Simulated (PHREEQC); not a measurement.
Dissolve 0.096 mol/kgw H3BO3, 0.0026 mol/kgw NaF and 0.00032 mol/kgw KCl at 25 °C. Closed to the air; pH follows from the charge balance.

The numbers come from PHREEQC with the ion-association model, phreeqc.dat.

This is a speciation only: nothing precipitates in the calculation.

Q: Estimate the pH.

A: pH 5.84.

Q: In which forms is F present?

A: F- 94 %, BF(OH)3- 3.6 %, BF2(OH)2- 2.6 % of the F.

Complexes and solids missing from the database can't appear. Real BF4- forms and hydrolyses slowly; the run takes it at equilibrium.
